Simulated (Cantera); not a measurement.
An isothermal, constant-pressure homogeneous reactor starts with 4.61 % N₂O, 95.4 % N₂, at 1325 K and 1.01 bar.

Computed with Cantera and GRI-Mech 3.0 (53 species, 325 reactions). GRI-Mech 3.0 was tuned for natural gas; its chemistry of N2O as a main component is partial and can be far from experiment. The mechanism lacks 2 NO + O2 → 2 NO2 and HONO, so NO2 and the effect of NO are under-described below about 1400 K.

x: mole fraction; the columns are a selection and need not sum to one.

```json
[
 {"t (s)": "0.000900", "x N₂O": "0.0458", "x NO₂": "3.91e-8", "x NO": "3.01e-5", "x O": "9.95e-6", "x N₂": "0.954", "x O₂": "7.90e-5"},
 {"t (s)": "0.00331", "x N₂O": "0.0453", "x NO₂": "4.59e-7", "x NO": "0.000118", "x O": "9.91e-6", "x N₂": "0.954", "x O₂": "0.000310"},
 {"t (s)": "0.0122", "x N₂O": "0.0433", "x NO₂": "3.03e-6", "x NO": "0.000427", "x O": "9.72e-6", "x N₂": "0.955", "x O₂": "0.00113"},
 {"t (s)": "0.0447", "x N₂O": "0.0368", "x NO₂": "1.19e-5", "x NO": "0.00140", "x O": "9.03e-6", "x N₂": "0.958", "x O₂": "0.00380"},
 {"t (s)": "0.164", "x N₂O": "0.0213", "x NO₂": "3.12e-5", "x NO": "0.00355", "x O": "…", "x N₂": "0.965", "x O₂": "0.0103"},
 {"t (s)": "0.604", "x N₂O": "0.00437", "x NO₂": "4.54e-5", "x NO": "0.00525", "x O": "…", "x N₂": "0.973", "x O₂": "0.0177"},
 {"t (s)": "2.22", "x N₂O": "5.78e-5", "x NO₂": "2.70e-5", "x NO": "0.00541", "x O": "…", "x N₂": "0.975", "x O₂": "0.0197"},
 {"t (s)": "8.16", "x N₂O": "2.01e-8", "x NO₂": "1.64e-5", "x NO": "0.00542", "x O": "3.88e-8", "x N₂": "0.975", "x O₂": "0.0198"},
 {"t (s)": "30.0", "x N₂O": "2.01e-8", "x NO₂": "1.64e-5", "x NO": "0.00542", "x O": "3.88e-8", "x N₂": "0.975", "x O₂": "0.0198"}
]
```

Complete the blanks.


- 0.164, x O: 6.83e-6
- 0.604, x O: 2.36e-6
- 2.22, x O: 9.78e-8
